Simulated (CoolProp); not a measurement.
Vapour-liquid equilibrium of diethyl ether (1) + n-hexane (2) at 379.9 K; x and y are mole fractions of (1).

Computed with CoolProp (multi-fluid Helmholtz-energy mixture model, Thol 2014 and Thol 2019; pair parameters Bell 2016).

```tsv
x	bubble pressure, mixture model (kPa)	bubble pressure, Raoult's law (kPa)	y, mixture model	y, Raoult's law
0.05	320.7	315.4	0.125	0.121
0.125	361.1	350.6	0.271	0.271
0.2	399.0	385.8	0.384	0.395
0.275	435.1	421.0	0.478	0.497
0.35	469.8	456.2	0.557	0.584
0.425	503.6	491.4	0.626	0.658
0.5	536.9	526.6	0.687	0.723
0.575	570.0	561.8	0.744	0.779
0.65	603.0	597.0	0.796	0.829
0.725	636.2	632.1	0.844	0.873
0.8	669.7	667.3	0.890	0.913
0.875	703.6	702.5	0.933	0.948
0.95	738.0	737.7	0.974	0.980
```

The largest gap from Raoult's law is +3.4 % in bubble pressure, at x = 0.2. No azeotrope shows between x = 0.05 and 0.95.

The pair parameters rest on a limited set of measurements; away from them the model extrapolates.
